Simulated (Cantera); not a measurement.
Feed: 1 mol CH3SiCl3, 0.29 mol C2H4, 2.7 mol H2, equilibrated at 2.60 mbar.

Cantera equilibrium calculation (NASA polynomials, part measured and part estimated; ideal gas, pure solids and liquids). Candidate condensed phases: C, C6H6, C7H8, C8H18, Si, SiC; 109 gas species. The feed counts by its element totals alone. Gases not in the tables: Si2H6 and higher silanes. The numbers say what is thermodynamically allowed, not how fast it happens.

Problem. What share of the Si ends up in condensed phases as a function of T (°C), at 1450, 1550, 1650, 1750, 1850, 1950, 2050, 2150, 2250?

Solution. 
```csv
T (°C),Si condensed (%),as
1450,87.1,SiC(s)
1550,83.4,SiC(s)
1650,79.4,SiC(s)
1750,74.8,SiC(s)
1850,67.6,SiC(s)
1950,50.3,SiC(s)
2050,0.0,-
2150,0.0,-
2250,0.0,-
```
